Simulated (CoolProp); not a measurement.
Values from CoolProp's reference Helmholtz-energy equation of state, Lemmon 2006. It is a short technical equation, of lower accuracy than the large ones.

Give the vapour pressure (kPa), vapour density (kg/m³), liquid cp (kJ/(kg K)), surface tension (mN/m) of saturated C2F6 (R116) at -36.75, -9.75 °C.


```csv
T (°C),p (kPa),vapour density (kg/m³),liquid cp (kJ/(kg K)),surface tension (mN/m)
-36.75,606,50.6,1.08,5.66
-9.75,1410,127,1.28,2.54
```

Surface tension comes from a separate correlation (Mulero 2012).
